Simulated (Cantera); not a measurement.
Feed: 1 mol CuO, 1.3 mol HF, 41 mol H2, held at 0.100 bar.

Method: chemical equilibrium by Gibbs-energy minimisation in Cantera with the NASA 1993 tables (ideal gas, pure condensed phases). Candidate condensed phases: Cu, CuF2, CuO, Cu(OH)2, Cu2O, H2O; 27 gas species. Kinetics and transport are ignored. All values below are at 1148 K.

Base state: H2 0.946, HF 0.0307, H2O 0.0236 (mole fractions); condensed: Cu(s).

What changes in the equilibrium state with this change: CuO replaced by CaO?


```tsv
species	before	after
H2	0.946	0.984
H2O	0.0236	0.0155
HF	0.0307	0.000209
Cu(s), mol	1.000	0
CaF2(s), mol	0	0.646
CaO(s), mol	0	0.354
```
Mutual solubility and eutectic melting of coexisting phases are not modelled. Further candidate phases: Ca, CaF2, CaO, Ca(OH)2.
